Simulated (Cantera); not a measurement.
An adiabatic, constant-volume homogeneous reactor starts with 7.06 % CH3OH, 25.8 % O2, 67.1 % N2, equivalence ratio 0.41, at 1248 K and 1000000 Pa.

Model: GRI-Mech 3.0 (53 species, 325 reactions), integrated in Cantera. GRI-Mech 3.0 was tuned for natural gas; its chemistry of methanol as a main component is partial and can be far from experiment.

Question: Predict: time of steepest temperature rise; temperature at 0.200 s; equilibrium temperature; x(O2) at 0.200 s; x(NO2) at 0.200 s.

Answer: 
* **time of steepest temperature rise**: 0.746 ms
* **temperature at 0.200 s**: 2586 K
* **equilibrium temperature**: 2586 K
* **x(O2) at 0.200 s**: 0.135 (gas-phase equilibrium 0.135)
* **x(NO2) at 0.200 s**: 5.83e-5 (gas-phase equilibrium 5.83e-5)
